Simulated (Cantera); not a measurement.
An isothermal, constant-pressure homogeneous reactor starts with CH4 : H2 = 1 : 9.8 (molar parts), at 1725 K and 2670 Pa. Integrator tolerance rtol = 1e-08.

Cantera simulation using GRI-Mech 3.0 (53 species, 325 reactions); the numbers are that mechanism's predictions, not measurements. GRI-Mech 3.0 stops at C3 and has no aromatics, soot or wall deposition, so with more carbon than oxygen in the feed, carbon stays in small species such as C2H2 where larger ones or solid carbon would form. Radical loss at walls, strong at low pressure, is not modelled.

Q: What does this change do: pressure from 2670 Pa to 1330 Pa?

A: 
```csv
quantity,before,after
x(CH4) at 10.0 s,0.00103 (gas-phase equilibrium 0.000528),0.00110 (gas-phase equilibrium 0.000264)
x(H2) at 10.0 s,0.956 (gas-phase equilibrium 0.956),0.955 (gas-phase equilibrium 0.956)
x(C2H) at 10.0 s,3.07e-7 (gas-phase equilibrium 3.09e-7),4.32e-7 (gas-phase equilibrium 4.39e-7)
x(H) at 10.0 s,0.00112 (gas-phase equilibrium 0.00112),0.00157 (gas-phase equilibrium 0.00158)
x(C2H4) at 10.0 s,4.27e-5 (gas-phase equilibrium 4.28e-5),2.14e-5 (gas-phase equilibrium 2.15e-5)
```

Q: What does this change do: temperature 1725 to 1325 K?

A: 
```
quantity                                             before                                    after
-----------------  ----------------------------------------  ---------------------------------------
x(CH4) at 10.0 s   0.00103 (gas-phase equilibrium 0.000528)    0.0921 (gas-phase equilibrium 0.0291)
x(H2) at 10.0 s         0.956 (gas-phase equilibrium 0.956)      0.908 (gas-phase equilibrium 0.942)
x(C2H) at 10.0 s    3.07e-7 (gas-phase equilibrium 3.09e-7)  <1e-12 (gas-phase equilibrium 1.58e-10)
x(H) at 10.0 s      0.00112 (gas-phase equilibrium 0.00112)  6.12e-6 (gas-phase equilibrium 9.78e-6)
x(C2H4) at 10.0 s   4.27e-5 (gas-phase equilibrium 4.28e-5)  6.45e-5 (gas-phase equilibrium 0.00142)
```
